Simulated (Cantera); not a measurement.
Feed: 1 mol SiH₄, 1.2 mol NO, held at 1698.15 K.

Equilibrium computed with Cantera from the NASA thermochemical tables; the gas is ideal and each condensed phase is pure. Candidate condensed phases: H₂O, Si, SiO₂, Si₂N₂O, Si₃N₄; 35 gas species. The tables hold silica as quartz up to 1696 K and as liquid above; real silica turns to tridymite and cristobalite and melts near 1996 K. Rates play no part.

At 0.000170 bar, list the 4 most abundant gas species with their mole fractions, and the condensed phases.

H₂ 0.576, SiO 0.237, N₂ 0.175, H 0.00843. Condensed: SiO₂(condensed).
